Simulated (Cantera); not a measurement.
## Low-pressure radical oxidation in H2/O2

An isothermal, constant-pressure homogeneous reactor starts with H2 : O2 : N2 = 1.1 : 1 : 2.8 (molar parts), equivalence ratio 0.55, at 975 K and 0.0133 bar.

Computed with Cantera and the H2/O2 subset of GRI-Mech 3.0, which has no nitrogen chemistry. Radical loss at walls, strong at low pressure, is not modelled. The temperature is held fixed by assumption; the heat of reaction is taken as removed at once.

```
t (s)        x H2   x O2     x H2O       x O      x OH    x H2O2
-------  --------  -----  --------  --------  --------  --------
0.00100     0.224  0.204  3.94e-10  7.86e-11  2.64e-11    <1e-12
0.00269     0.224  0.204   1.83e-8   2.50e-9  8.24e-10  1.53e-12
0.00725     0.224  0.204  0.000128   1.69e-5   5.62e-6   1.28e-9
0.0195     0.0160  0.116     0.179    0.0129   0.00227   7.72e-8
0.0525    0.00544  0.106     0.238   0.00323   0.00124   1.58e-7
0.141    0.000578  0.104     0.252  0.000293  0.000337   2.36e-7
0.381     4.80e-5  0.103     0.253   2.25e-5   9.01e-5   1.31e-7
1.02      5.63e-6  0.103     0.253   2.94e-6   3.30e-5   4.88e-8
2.76      9.73e-7  0.103     0.253   5.92e-7   1.49e-5   1.83e-8
7.43      2.30e-7  0.103     0.253   1.56e-7   7.63e-6   7.12e-9
20.0      6.61e-8  0.103     0.253   4.75e-8   4.21e-6   2.81e-9
```
x: mole fraction; the columns are a selection and need not sum to one.

Equilibrium at this temperature and pressure: H2 2.79e-10, O2 0.103, H2O 0.253, O 2.02e-10, OH 2.74e-7, H2O2 1.90e-11 (gas phase only).
